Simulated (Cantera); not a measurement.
Input: 1 mol Si, 1.4 mol Cl₂, 5.7 mol H₂, held at 0.100 bar.

These are equilibrium values from Cantera (NASA tables, ideal gas, pure condensed phases), not measurements of a reactor. Candidate condensed phases: Si; 19 gas species. The tables' values for SiCl₃ are old estimates; treat these amounts as uncertain. The numbers say what is thermodynamically allowed, not how fast it happens.

x: gas mole fraction; n: condensed amount in mol.

```csv
T (K),x H₂,x HCl,x SiCl₄,x SiCl₂,x SiHCl₃,x SiCl₃,n Si(s)
1050,0.861,0.0282,0.0798,0.00173,0.0253,0.00276,0.292
1075,0.857,0.0337,0.0777,0.00260,0.0245,0.00357,0.298
1100,0.852,0.0399,0.0752,0.00380,0.0237,0.00453,0.304
1125,0.846,0.0467,0.0722,0.00546,0.0227,0.00566,0.309
1150,0.840,0.0541,0.0687,0.00766,0.0217,0.00693,0.314
1175,0.833,0.0620,0.0647,0.0105,0.0205,0.00834,0.317
1200,0.826,0.0703,0.0601,0.0141,0.0192,0.00985,0.319
1225,0.817,0.0790,0.0551,0.0186,0.0178,0.0114,0.318
1250,0.809,0.0878,0.0496,0.0240,0.0163,0.0129,0.315
1275,0.800,(withheld),(withheld),(withheld),(withheld),0.0143,0.310
1300,0.791,0.105,(withheld),(withheld),(withheld),0.0154,0.302
1325,0.782,0.113,0.0321,0.0448,0.0113,0.0163,0.291
```

Q: Some entries are withheld; supply them.

A: 
- 1300, x SiCl₄: 0.0379
- 1300, x SiCl₂: 0.0372
- 1300, x SiHCl₃: 0.0130
- 1275, x HCl: 0.0965
- 1275, x SiCl₄: 0.0439
- 1275, x SiCl₂: 0.0302
- 1275, x SiHCl₃: 0.0147
